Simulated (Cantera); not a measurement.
A closed system holds: 1 mol FeS₂, 0.19 mol SO₂, 0.052 mol CO₂, equilibrated at 18.8 Torr.

Cantera equilibrium calculation (NASA polynomials, part measured and part estimated; ideal gas, pure solids and liquids). Candidate condensed phases: C, Fe, Fe(CO)₅, FeO, FeS, FeSO₄, FeS₂, Fe₂O₃, Fe₂(SO₄)₃, Fe₃O₄, S; 25 gas species. FeS: taken at fixed stoichiometry. Gases not in the tables: S₃ to S₇. The numbers say what is thermodynamically allowed, not how fast it happens.

x: gas mole fraction; n: condensed amount in mol.

```json
[
 {"T (K)": "1200", "x S₂": "0.667", "x SO₂": "0.254", "x CO₂": "0.0650", "x CO": "0.00468", "x SO": "0.000864", "n FeS(s)": "1.00", "n FeS(l)": "0"},
 {"T (K)": "1250", "x S₂": "0.666", "x SO₂": "0.255", "x CO₂": "0.0629", "x CO": "?", "x SO": "?", "n FeS(s)": "1.00", "n FeS(l)": "0"},
 {"T (K)": "1300", "x S₂": "0.664", "x SO₂": "0.256", "x CO₂": "0.0602", "x CO": "?", "x SO": "?", "n FeS(s)": "1.00", "n FeS(l)": "0"},
 {"T (K)": "1350", "x S₂": "0.662", "x SO₂": "0.257", "x CO₂": "0.0570", "x CO": "0.0125", "x SO": "0.00335", "n FeS(s)": "1.00", "n FeS(l)": "0"},
 {"T (K)": "1400", "x S₂": "0.660", "x SO₂": "0.257", "x CO₂": "0.0533", "x CO": "0.0161", "x SO": "0.00493", "n FeS(s)": "1.00", "n FeS(l)": "0"},
 {"T (K)": "1450", "x S₂": "0.658", "x SO₂": "0.258", "x CO₂": "0.0493", "x CO": "0.0200", "x SO": "0.00707", "n FeS(s)": "1.00", "n FeS(l)": "0"},
 {"T (K)": "1500", "x S₂": "0.655", "x SO₂": "0.258", "x CO₂": "0.0452", "x CO": "0.0241", "x SO": "0.00988", "n FeS(s)": "0", "n FeS(l)": "1.00"},
 {"T (K)": "1550", "x S₂": "0.652", "x SO₂": "0.258", "x CO₂": "0.0409", "x CO": "0.0282", "x SO": "0.0135", "n FeS(s)": "0", "n FeS(l)": "1.000"},
 {"T (K)": "1600", "x S₂": "0.648", "x SO₂": "0.257", "x CO₂": "0.0367", "x CO": "0.0323", "x SO": "0.0180", "n FeS(s)": "0", "n FeS(l)": "1.000"},
 {"T (K)": "1650", "x S₂": "0.644", "x SO₂": "0.255", "x CO₂": "0.0327", "x CO": "0.0361", "x SO": "0.0237", "n FeS(s)": "0", "n FeS(l)": "1.000"}
]
```

**Question.** What belongs in the gaps?

**Answer.** 
- 1300, x CO: 0.00940
- 1300, x SO: 0.00221
- 1250, x CO: 0.00677
- 1250, x SO: 0.00141
